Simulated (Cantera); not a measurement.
Charge: 1 mol SiH2Cl2, 0.071 mol C2H2, 14 mol H2, at 2300 °C and 5600 Pa.

These are equilibrium values from Cantera (NASA tables, ideal gas, pure condensed phases), not measurements of a reactor. The tables' values for SiCl are old estimates; treat these amounts as uncertain. Gases not in the tables: Si2H6 and higher silanes. Equilibrium is a limit: real reactors are often held back by kinetics, nucleation or transport.

```
species             before     after
----------------  --------  --------
H2                   0.724     0.900
HCl                 0.0884    0.0774
SiCl2              0.00406    0.0214
H                    0.124   6.89e-5
Si                  0.0391   1.79e-7
Cl                  0.0106   4.78e-6
Si2C               0.00223     <1e-9
SiC2               0.00150     <1e-9
C2H2 (acetylene)   0.00127     <1e-9
Si2               0.000314     <1e-9
SiCl4              3.42e-9  0.000162
C2H                1.81e-5     <1e-9
Si(s), mol               0     0.492
SiC(s), mol              0     0.142
```
Gas species are given as mole fractions.

Name the change that produced these shifts.
A) temperature from 2300 °C to 1225 °C
B) temperature from 2300 °C to 925 °C
C) SiH2Cl2 replaced by SiCl4
D) C2H2 from 0.071 to 0.18 mol

A, temperature from 2300 °C to 1225 °C. Mutual solubility and eutectic melting of coexisting phases are not modelled. The tables' values for SiCl3 are old estimates; treat these amounts as uncertain
